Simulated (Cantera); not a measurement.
# Equilibrium for nitride etching: BN + O₂ + H₂ + HCl

Charge: 1 mol BN, 20 mol O₂, 43 mol H₂, 69 mol HCl, equilibrated at 1.33 mbar.

Equilibrium computed with Cantera from the NASA thermochemical tables; the gas is ideal and each condensed phase is pure. Candidate condensed phases: B, BN, B₂O₃, B₃O₃H₃, H₂O, NH₄Cl; 49 gas species. The tables' values for BOCl are old estimates; treat these amounts as uncertain. Gases not in the tables: H₃BO₃. Rates play no part.

From 652 °C to 802 °C the condensed part is B₂O₃(l). From 952 °C to 1702 °C nothing is condensed.

```tsv
T (°C)	log p HCl	log p H₂O	log p H₂	log p Cl	log p H	log p HBO₂	log p N₂	log p OH	n B₂O₃(l)
652	-3.09	-3.34	-4.27	-10.55	-11.72	-6.99	-5.23	-13.72	0.444
802	-3.09	-3.34	-4.27	-8.83	-9.97	-5.62	-5.23	-11.46	0.375
952	-3.09	-3.35	-4.27	-7.52	-8.64	-4.93	-5.23	-9.76	0
1102	-3.09	-3.35	-4.27	-6.50	-7.60	-4.93	-5.23	-8.42	0
1252	-3.09	-3.35	-4.27	-5.68	-6.76	-4.93	-5.23	-7.35	0
1402	-3.10	-3.35	-4.24	-5.02	-6.06	-4.93	-5.23	-6.48	0
1552	-3.11	-3.36	-4.17	-4.50	-5.44	-4.94	-5.24	-5.78	0
1702	-3.15	-3.37	-4.05	-4.12	-4.89	-4.96	-5.25	-5.23	0
```
log p: log10 of the partial pressure in bar; n: condensed amount in mol.
